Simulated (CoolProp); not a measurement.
A simple Rankine cycle with chlorine: condensing at 309.15 K, boiler at 5.17 MPa, turbine inlet 395.7 K, turbine efficiency 0.6, pump efficiency 0.8, no recuperator. Each further row changes one setting.

Values from CoolProp's reference Helmholtz-energy equation of state, Thol 2021.

```csv
case,thermal efficiency (%),net work (kJ/kg),heat in (kJ/kg),turbine exit temperature (K),volume ratio over the turbine
as stated,9.7,22.8,235,309.1,4.78
turbine inlet 415.7 K,10.1,26.0,257,309.1,4.34
condensing temperature 301.15 K,10.7,25.9,243,301.1,5.80
boiler pressure 3.62 MPa,8.4,21.9,261,309.4,3.04
turbine efficiency 0.5,7.8,18.4,235,309.1,4.87
```

The expansion ends wet for: as stated; turbine inlet 415.7 K; condensing temperature 301.15 K; turbine efficiency 0.5.
